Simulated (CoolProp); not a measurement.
Chloromethane (R40) at several states: density (kg/m³) from the reference equation and from simpler models built on Tc = 418.6 K, pc = 6.929 MPa, ω = 0.150; each cubic takes its own stable root.

Model: reference Helmholtz-energy equation of state, Thol 2014, in CoolProp.

| T (K) | p (MPa) | phase | reference |
|---|---|---|---|
| 372.5 | 1.75 | gas | 33.70 |
| 294.4 | 0.643 | liquid | 919.6 |
| 403.9 | 0.743 | gas | 11.71 |
| 410.2 | 0.0314 | gas | 0.4657 |

Problem. How far does each simpler model (van der Waals, Redlich-Kwong, Soave-Redlich-Kwong, Peng-Robinson) lie from the reference over these 4 states: mean and median of the absolute difference, and the worst?

Solution. 
- van der Waals: mean 26.1 %, median 3.0 %, worst -98.5 % at 294.4 K and 0.643 MPa
- Redlich-Kwong: mean 3.2 %, median 1.4 %, worst -9.9 % at 294.4 K and 0.643 MPa
- Soave-Redlich-Kwong: mean 2.6 %, median 1.2 %, worst -8.0 % at 294.4 K and 0.643 MPa
- Peng-Robinson: mean 1.2 %, median 0.4 %, worst +4.2 % at 294.4 K and 0.643 MPa

At some of these states van der Waals gives the other phase, because its saturation line lies elsewhere.
